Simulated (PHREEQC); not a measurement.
KBr is added in steps, without added water, to 1 kg of water holding 0.1 mol/kgw H2SO4, 0.00015 mol/kgw Li2SO4 and 5.9e-05 mol/kgw Fe2(SO4)3, at 25 °C. Oxygen alone is held at its pressure in air (log pO2 = -0.68). The system is closed to CO2. Only these solids could form: Hematite, Jarosite-K.

Base run: PHREEQC, ion-association model, wateq4f.dat. Each further column changes one thing. The table gives pH.

| KBr added (mol) | base | metal-ligand complexes left out | all activity coefficients set to 1 | Debye-Hückel limiting law | Davies equation for every ion |
|---|---|---|---|---|---|
| 0 | 1.01 | 1.01 | 0.96 | 1.08 | 1.04 |
| 0.025 | 1.01 | 1.01 | 0.96 | 1.09 | 1.04 |
| 0.05 | 1.01 | 1.02 | 0.96 | 1.09 | 1.04 |
| 0.075 | 1.01 | 1.02 | 0.95 | 1.10 | 1.04 |
| 0.1 | 1.01 | 1.02 | 0.95 | 1.11 | 1.04 |
| 0.125 | 1.01 | 1.02 | 0.94 | 1.11 | 1.03 |
| 0.15 | 1.01 | 1.02 | 0.94 | 1.12 | 1.03 |
| 0.175 | 1.00 | 1.02 | 0.94 | 1.12 | 1.03 |
| 0.2 | 1.00 | 1.02 | 0.93 | 1.13 | 1.03 |
| 0.225 | 1.00 | 1.02 | 0.93 | 1.13 | 1.03 |
| 0.25 | 1.00 | 1.02 | 0.93 | 1.14 | 1.03 |
| 0.275 | 1.00 | 1.02 | 0.92 | 1.14 | 1.02 |
| 0.3 | 1.00 | 1.02 | 0.92 | 1.15 | 1.02 |
